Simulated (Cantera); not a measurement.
Cantera run:

```python
import numpy as np
import cantera as ct

gas_names = """
    CL CL2 H HCL H2 Si SiCL SiCL2 SiCL3 SiCL4 SiH SiHCL3 SiH2 SiH2CL2 SiH3 SiH3CL SiH4 Si2 Si3
""".split()
cond_names = """
    Si(cr) Si(L)
""".split()


# ... load() reads the species with a 1 bar reference pressure and builds the phases ...
atoms = {
    'SiCl4': {'Si': 1, 'CL': 4},
    'HCl': {'H': 1, 'CL': 1},
    'H2': {'H': 2},
}
top_T = {}  # K; cautious upper limits of use, not melting points


# ... equilibrate(T, P, feed) seeds the gas with the atoms and calls Mixture.equilibrate('TP', solver="vcs", rtol=1e-11, max_steps=5000) ...
results = []
feed = {'SiCl4': 1, 'HCl': 0.71, 'H2': 5.1}  # mol
T = 625  # K
P = 13332.2  # Pa
mix = equilibrate(T, P, feed)
results.append((T, P, feed, dict(zip(mix.species_names, mix.species_moles))))
x = sorted(zip(gas.X, gas.species_names), reverse=True)
print(f"T = {T:g} K  P = {P:g} Pa  gas = {mix.phase_moles(0):.4g} mol")
print("   x: " + "  ".join(f"{s} {v:.3e}" for v, s in x if v > 0.0001))
print("   condensed (mol): " + ("  ".join(f"{mix.phase(i).name} {mix.phase_moles(i):.4g}"
      for i in range(1, mix.n_phases) if mix.phase_moles(i) > 1e-12) or "none"))
```

Output:

```
T = 625 K  P = 13332.2 Pa  gas = 6.81 mol
   x: H2 7.488e-01  SiCL4 1.468e-01  HCL 1.043e-01
   condensed (mol): none
```

Cantera equilibrium calculation (NASA polynomials, part measured and part estimated; ideal gas, pure solids and liquids).
